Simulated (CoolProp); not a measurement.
Vapour-liquid equilibrium of dimethyl carbonate (1) + n-decane (2) at 632 kPa; x and y are mole fractions of (1).

Computed with CoolProp (multi-fluid Helmholtz-energy mixture model, Zhou 2011 and Lemmon 2006; pair parameters Bell 2016).

```
x      bubble temperature (°C)  y at the bubble point  dew temperature at overall composition x (°C)  liquid density (mol/L)
-----  -----------------------  ---------------------  ---------------------------------------------  ----------------------
0.05                     241.8                  0.297                                          259.7                       …
0.125                    216.4                  0.577                                          254.5                   4.203
0.2                      200.1                  0.710                                          249.1                   4.517
0.275                    189.8                  0.779                                          243.5                   4.807
0.35                     183.2                  0.819                                          237.6                   5.096
0.425                    178.7                  0.845                                              …                   5.399
0.5                      175.4                      …                                              …                   5.729
0.575                    172.8                  0.880                                          216.6                       …
0.65                     170.5                  0.895                                          208.0                   6.515
0.725                    168.4                  0.911                                          198.0                   6.997
0.8                      166.3                  0.928                                          186.4                   7.559
0.875                    164.2                  0.950                                          173.6                   8.219
0.95                     162.1                      …                                          164.2                   9.001
```

Question: Some entries are withheld; supply them.

Answer: 
- 0.05, liquid density (mol/L): 3.840
- 0.425, dew temperature at overall composition x (°C): 231.2
- 0.5, y at the bubble point: 0.864
- 0.5, dew temperature at overall composition x (°C): 224.3
- 0.575, liquid density (mol/L): 6.097
- 0.95, y at the bubble point: 0.977

No azeotrope shows between x = 0.05 and 0.95.

The pair parameters rest on a limited set of measurements; away from them the model extrapolates. With so large a gap from Raoult's law the liquid may split in two, which this calculation doesn't test in full.
